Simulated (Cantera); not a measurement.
## Ignition delay

Mixture: 6.27 % CH₄, 2.51 % CO, 19.2 % O₂, 72.1 % N₂, equivalence ratio 0.72, at 0.710 bar, adiabatic and at constant pressure. Ignition delay is the time to a rise of 400 K.

Computed with Cantera and GRI-Mech 3.0 (53 species, 325 reactions).

```tsv
T0 (K)	delay (ms)
1125	188
1200	56.3
1275	18.8
1350	6.96
1425	2.88
```

```yaml
apparent activation energy between 1275 and 1425 K: 190 kJ/mol
```
